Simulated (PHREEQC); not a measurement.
Phosphoric acid bath: speciation

Make-up at 85 °C: 0.0025 mol KH2PO4 and 0.24 mol HNO3 per kg of water. Closed to the air; pH follows from the charge balance.

The numbers come from PHREEQC with the ion-association model, wateq4f.dat.

Precipitation was switched off in this run.

Task: Estimate the pH, activity of water.

Result: pH 0.74; activity of water 0.992.

Task: In which forms is P present?

Result: H3PO4 97 %, H2PO4- 3.0 % of the P.

Complexes and solids missing from the database can't appear. H3PO4, which wateq4f.dat lacks, is added to it with the constant of phreeqc.dat. At this temperature some constants are extrapolated from 25 °C, and those without enthalpy data are left unchanged.
